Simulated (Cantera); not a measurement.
Input: 1 mol Si, 3 mol HCl, 17 mol H2, at 0.620 bar.

Method: chemical equilibrium by Gibbs-energy minimisation in Cantera with the NASA 1993 tables (ideal gas, pure condensed phases). Candidate condensed phases: Si; 19 gas species. Rates play no part.

### Question
At 350 °C, list the 5 most abundant gas species with their mole fractions, and the condensed phases.

### Answer
H2 0.955, SiCl4 0.0236, SiHCl3 0.0202, SiH2Cl2 0.000930, HCl 5.16e-5. Condensed: Si(s).
